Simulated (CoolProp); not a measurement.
Saturated liquid density (kg/m³) of normal hydrogen: the reference equation beside estimates from Tc = 33.1 K, pc = 1.296 MPa, ω = -0.219.

Computed with CoolProp (reference Helmholtz-energy equation of state, Leachman 2009).

```json
[
 {"T (K)": "24.9", "reference": "64.86", "Redlich-Kwong": "73.93", "Soave-Redlich-Kwong": "68.19", "Peng-Robinson": "___"},
 {"T (K)": "26", "reference": "63.08", "Redlich-Kwong": "70.68", "Soave-Redlich-Kwong": "65.22", "Peng-Robinson": "___"},
 {"T (K)": "27", "reference": "61.31", "Redlich-Kwong": "67.48", "Soave-Redlich-Kwong": "___", "Peng-Robinson": "70.14"},
 {"T (K)": "28", "reference": "59.34", "Redlich-Kwong": "___", "Soave-Redlich-Kwong": "59.21", "Peng-Robinson": "66.55"},
 {"T (K)": "29.1", "reference": "56.88", "Redlich-Kwong": "59.70", "Soave-Redlich-Kwong": "55.43", "Peng-Robinson": "62.19"},
 {"T (K)": "30.1", "reference": "54.25", "Redlich-Kwong": "___", "Soave-Redlich-Kwong": "___", "Peng-Robinson": "___"},
 {"T (K)": "31.1", "reference": "51.02", "Redlich-Kwong": "50.12", "Soave-Redlich-Kwong": "47.10", "Peng-Robinson": "52.50"},
 {"T (K)": "32.2", "reference": "45.95", "Redlich-Kwong": "42.79", "Soave-Redlich-Kwong": "40.79", "Peng-Robinson": "45.14"}
]
```

### Question
Fill in the missing entries.

### Answer

- 24.9, Peng-Robinson: 76.81
- 26, Peng-Robinson: 73.44
- 27, Soave-Redlich-Kwong: 62.33
- 28, Redlich-Kwong: 63.98
- 30.1, Redlich-Kwong: 55.29
- 30.1, Soave-Redlich-Kwong: 51.58
- 30.1, Peng-Robinson: 57.72

Absolute difference from the reference over all 8 rows, mean and median: Redlich-Kwong 7.4 and 7.3 %, Soave-Redlich-Kwong 4.6 and 4.2 %, Peng-Robinson 10.2 and 10.7 %.
